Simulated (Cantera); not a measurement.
Feed: 1 mol Pb, 4 mol CO, at 1177 °C and 13.0 Pa.

Method: chemical equilibrium by Gibbs-energy minimisation in Cantera with the NASA 1993 tables (ideal gas, pure condensed phases). Candidate condensed phases: C, Pb, PbO, PbO2, Pb3O4; 15 gas species. The numbers say what is thermodynamically allowed, not how fast it happens.

Base state: CO 0.800, Pb 0.200 (mole fractions); condensed: gas only.

What changes in the equilibrium state with this change: Pb replaced by Cu?


```
species     before   after
----------  ------  ------
CO           0.800   0.974
Cu               0  0.0265
Pb           0.200       0
Cu(l), mol       0   0.891
```
Further candidate phases: Cu, CuO, Cu2O.
